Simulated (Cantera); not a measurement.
Input: 1 mol BCl3, a varied amount of H2, at 652 °C and 0.000170 bar.

These are equilibrium values from Cantera (NASA tables, ideal gas, pure condensed phases), not measurements of a reactor. Candidate condensed phases: B; 13 gas species. Gases not in the tables: BHCl2. Kinetics and transport are ignored.

What share of the B ends up in condensed phases as a function of n(H2) (mol), at 1.1, 1.9, 3.2, 5.7, 9.9, 17, 30, 53, 93, 160?


```json
[
 {"n(H2) (mol)": "1.1", "B condensed (%)": "13.2", "as": "B(s)"},
 {"n(H2) (mol)": "1.9", "B condensed (%)": "18.3", "as": "B(s)"},
 {"n(H2) (mol)": "3.2", "B condensed (%)": "25.0", "as": "B(s)"},
 {"n(H2) (mol)": "5.7", "B condensed (%)": "34.9", "as": "B(s)"},
 {"n(H2) (mol)": "9.9", "B condensed (%)": "47.0", "as": "B(s)"},
 {"n(H2) (mol)": "17", "B condensed (%)": "61.0", "as": "B(s)"},
 {"n(H2) (mol)": "30", "B condensed (%)": "76.0", "as": "B(s)"},
 {"n(H2) (mol)": "53", "B condensed (%)": "88.2", "as": "B(s)"},
 {"n(H2) (mol)": "93", "B condensed (%)": "95.2", "as": "B(s)"},
 {"n(H2) (mol)": "160", "B condensed (%)": "98.2", "as": "B(s)"}
]
```
